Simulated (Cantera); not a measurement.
Input (Python, Cantera) and output of one run.

```python
import numpy as np
import cantera as ct

gas_names = [...]  # 109 gases of nasa_gas.yaml made of C, Cl, H, Si
cond_names = """
    C(gr) C6H6(L) C7H8(L) C8H18(L),n-octa Si(cr) Si(L) SiC(b)
""".split()


# ... load() reads the species with a 1 bar reference pressure and builds the phases ...
atoms = {
    'SiH2Cl2': {'Si': 1, 'H': 2, 'CL': 2},
    'H2': {'H': 2},
    'C3H8': {'C': 3, 'H': 8},
}
top_T = {'C(gr)': 4500, 'SiC(b)': 3050}  # K; cautious upper limits of use, not melting points


# ... equilibrate(T, P, feed) seeds the gas with the atoms and calls Mixture.equilibrate('TP', solver="vcs", rtol=1e-11, max_steps=5000) ...
results = []
feed = {'SiH2Cl2': 1, 'H2': 33, 'C3H8': 0.13}  # mol
P = 13332.2  # Pa
for T in [1250, 1350, 1450, 1550, 1650, 1750, 1850, 1950, 2050, 2150, 2250, 2350, 2450]:
    mix = equilibrate(T, P, feed)
    results.append((T, P, feed, dict(zip(mix.species_names, mix.species_moles))))
    x = sorted(zip(gas.X, gas.species_names), reverse=True)
    print(f"T = {T:g} K  P = {P:g} Pa  gas = {mix.phase_moles(0):.4g} mol")
    print("   x: " + "  ".join(f"{s} {v:.3e}" for v, s in x if v > 1e-06))
    print("   condensed (mol): " + ("  ".join(f"{mix.phase(i).name} {mix.phase_moles(i):.4g}"
          for i in range(1, mix.n_phases) if mix.phase_moles(i) > 1e-12) or "none"))
```

Output:

```
T = 1250 K  P = 13332.2 Pa  gas = 35.4 mol
   x: H2 9.559e-01  HCL 3.670e-02  SiCL2 3.546e-03  SiCL4 1.448e-03  SiHCL3 1.342e-03  SiCL3 8.469e-04  SiH2CL2 1.692e-04  SiH3CL 5.922e-06  CH4 3.026e-06  H 1.294e-06
   condensed (mol): Si(cr) 0.3496  SiC(b) 0.3899
T = 1350 K  P = 13332.2 Pa  gas = 35.48 mol
   x: H2 9.518e-01  HCL 4.160e-02  SiCL2 5.113e-03  SiCL3 5.823e-04  SiHCL3 4.334e-04  SiCL4 3.308e-04  SiH2CL2 8.282e-05  H 6.368e-06  SiH3CL 4.502e-06  CH4 2.647e-06
   condensed (mol): Si(cr) 0.3778  SiC(b) 0.3899
T = 1450 K  P = 13332.2 Pa  gas = 35.51 mol
   x: H2 9.507e-01  HCL 4.275e-02  SiCL2 5.928e-03  SiCL3 3.299e-04  SiHCL3 1.286e-04  SiCL4 6.706e-05  SiH2CL2 3.816e-05  H 2.526e-05  SiH3CL 3.292e-06  CH4 2.369e-06
   condensed (mol): Si(cr) 0.3794  SiC(b) 0.3899
T = 1550 K  P = 13332.2 Pa  gas = 35.52 mol
   x: H2 9.505e-01  HCL 4.272e-02  SiCL2 6.399e-03  SiCL3 1.869e-04  H 8.410e-05  SiHCL3 4.159e-05  SiH2CL2 1.856e-05  SiCL4 1.520e-05  CL 3.017e-06  SiH2 2.654e-06  SiH3CL 2.452e-06  CH4 2.156e-06  SiCL 1.927e-06
   condensed (mol): Si(cr) 0.3732  SiC(b) 0.3899
T = 1650 K  P = 13332.2 Pa  gas = 35.52 mol
   x: H2 9.504e-01  HCL 4.241e-02  SiCL2 6.730e-03  H 2.426e-04  SiCL3 1.111e-04  SiHCL3 1.515e-05  SiH2CL2 9.733e-06  CL 8.486e-06  SiH2 8.228e-06  SiCL 7.287e-06  SiCL4 4.026e-06  Si 2.009e-06  CH4 1.987e-06  SiH3CL 1.884e-06  SiH 1.307e-06
   condensed (mol): Si(cr) 0.3653  SiC(b) 0.3899
T = 1750 K  P = 13332.2 Pa  gas = 35.53 mol
   x: H2 9.497e-01  HCL 4.305e-02  SiCL2 6.483e-03  H 6.207e-04  SiCL3 6.619e-05  CL 2.170e-05  SiCL 2.133e-05  SiH2 1.978e-05  Si 1.126e-05  SiHCL3 5.859e-06  SiH 5.300e-06  SiH2CL2 5.084e-06  CH4 2.090e-06  SiH3CL 1.349e-06  SiCL4 1.201e-06
   condensed (mol): Si(L) 0.3748  SiC(b) 0.3899
T = 1850 K  P = 13332.2 Pa  gas = 35.55 mol
   x: H2 9.482e-01  HCL 4.415e-02  SiCL2 5.937e-03  H 1.437e-03  SiCL 5.194e-05  CL 5.083e-05  Si 4.837e-05  SiCL3 4.007e-05  SiH2 3.998e-05  SiH 1.705e-05  SiH2CL2 2.706e-06  SiHCL3 2.417e-06  CH4 2.361e-06
   condensed (mol): Si(L) 0.3917  SiC(b) 0.3899
T = 1950 K  P = 13332.2 Pa  gas = 35.59 mol
   x: H2 9.459e-01  HCL 4.501e-02  SiCL2 5.444e-03  H 3.053e-03  Si 1.786e-04  SiCL 1.148e-04  CL 1.089e-04  SiH2 7.501e-05  SiH 4.852e-05  SiCL3 2.533e-05  Si2C 3.940e-06  CH4 2.633e-06  Si2 1.636e-06  SiH2CL2 1.529e-06  SiHCL3 1.084e-06  C2H2,acetylene 1.064e-06
   condensed (mol): Si(L) 0.4003  SiC(b) 0.3897
T = 2050 K  P = 13332.2 Pa  gas = 35.66 mol
   x: H2 9.420e-01  HCL 4.560e-02  H 6.030e-03  SiCL2 4.992e-03  Si 5.797e-04  SiCL 2.337e-04  CL 2.161e-04  SiH2 1.320e-04  SiH 1.243e-04  Si2C 1.952e-05  SiCL3 1.657e-05  Si2 6.757e-06  C2H2,acetylene 4.313e-06  CH4 2.898e-06  Si3 1.414e-06
   condensed (mol): Si(L) 0.3923  SiC(b) 0.3889
T = 2150 K  P = 13332.2 Pa  gas = 35.8 mol
   x: H2 9.352e-01  HCL 4.585e-02  H 1.117e-02  SiCL2 4.564e-03  Si 1.684e-03  SiCL 4.421e-04  CL 4.007e-04  SiH 2.906e-04  SiH2 2.194e-04  Si2C 8.287e-05  Si2 2.438e-05  C2H2,acetylene 1.527e-05  SiCL3 1.113e-05  Si3 4.870e-06  CH4 3.144e-06  SiC2 1.122e-06
   condensed (mol): Si(L) 0.3478  SiC(b) 0.3857
T = 2250 K  P = 13332.2 Pa  gas = 36.09 mol
   x: H2 9.233e-01  HCL 4.563e-02  H 1.954e-02  Si 4.442e-03  SiCL2 4.143e-03  SiCL 7.836e-04  CL 6.991e-04  SiH 6.271e-04  SiH2 3.461e-04  Si2C 3.080e-04  Si2 7.828e-05  C2H2,acetylene 4.795e-05  Si3 1.496e-05  SiC2 7.972e-06  SiCL3 7.585e-06  CH4 3.350e-06  CH3 1.345e-06
   condensed (mol): Si(L) 0.222  SiC(b) 0.3747
T = 2350 K  P = 13332.2 Pa  gas = 36.57 mol
   x: H2 9.038e-01  HCL 4.551e-02  H 3.247e-02  Si 9.566e-03  SiCL2 3.406e-03  SiCL 1.180e-03  CL 1.172e-03  SiH 1.118e-03  Si2C 9.046e-04  SiH2 4.611e-04  Si2 1.787e-04  C2H2,acetylene 1.715e-04  SiC2 5.376e-05  Si3 2.906e-05  SiCL3 4.836e-06  CH4 3.930e-06  CH3 2.626e-06
   condensed (mol): SiC(b) 0.3401
T = 2450 K  P = 13332.2 Pa  gas = 37.11 mol
   x: H2 8.787e-01  H 5.158e-02  HCL 4.677e-02  Si 1.271e-02  SiCL2 1.998e-03  CL 1.949e-03  Si2C 1.593e-03  C2H2,acetylene 1.267e-03  SiH 1.242e-03  SiCL 1.166e-03  SiC2 4.701e-04  SiH2 3.908e-04  Si2 1.644e-04  Si3 1.513e-05  CH3 7.281e-06  CH4 6.819e-06  C2H 4.791e-06  SiCL3 2.327e-06  SiC 1.825e-06
   condensed (mol): SiC(b) 0.2007
```

Equilibrium computed with Cantera from the NASA thermochemical tables; the gas is ideal and each condensed phase is pure. Mutual solubility and eutectic melting of coexisting phases are not modelled. The tables' values for SiCl, SiCl3 are old estimates; treat these amounts as uncertain. Gases not in the tables: Si2H6 and higher silanes.
